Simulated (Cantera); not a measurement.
Charge: 1 mol Al, 5.2 mol NH3, 2.3 mol H2, held at 1498 K and 86.0 Pa.

Method: chemical equilibrium by Gibbs-energy minimisation in Cantera with the NASA 1993 tables (ideal gas, pure condensed phases). Candidate condensed phases: Al, AlN; 13 gas species. Rates play no part.

Base state: H2 0.827, N2 0.172, H 0.000533 (mole fractions); condensed: AlN(s).

### Question
What changes in the equilibrium state with this change: 0.025 mol Cl2 added?

### Answer
```csv
species,before,after
H2,0.827,0.823
N2,0.172,0.173
AlCl,0,0.00270
HCl,0,0.00136
H,0.000533,0.000532
"AlN(s), mol",1.000,0.967
```
Further candidate phases: AlCl3, NH4Cl.
